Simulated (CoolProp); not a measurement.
Vapour-liquid equilibrium of ethane (1) + C2F6 (R116) (2) at -6.05 °C; x and y are mole fractions of (1).

Model: multi-fluid Helmholtz-energy mixture model, Bücker 2006 and Lemmon 2006; pair parameters Bell 2016, in CoolProp.

| x | bubble pressure, mixture model (kPa) | bubble pressure, Raoult's law (kPa) | y, mixture model | y, Raoult's law |
|---|---|---|---|---|
| 0.05 | 1686 | 1591 | 0.090 | 0.065 |
| 0.15 | 1913 | 1640 | 0.238 | 0.188 |
| 0.25 | 2110 | 1689 | 0.354 | 0.304 |
| 0.35 | 2265 | 1738 | 0.446 | 0.414 |
| 0.45 | 2377 | 1787 | 0.522 | 0.518 |
| 0.55 | 2444 | 1836 | 0.589 | 0.616 |
| 0.65 | 2469 | 1885 | 0.653 | 0.709 |
| 0.75 | 2449 | 1934 | 0.718 | 0.797 |
| 0.85 | 2371 | 1982 | 0.797 | 0.881 |
| 0.95 | 2198 | 2031 | 0.913 | 0.961 |

The largest gap from Raoult's law is +33.1 % in bubble pressure, at x = 0.55. y crosses x between x = 0.65 and 0.75: the model has an azeotrope there.

Pair parameters are fitted to limited data, so mixtures are less certain than the pure fluids.
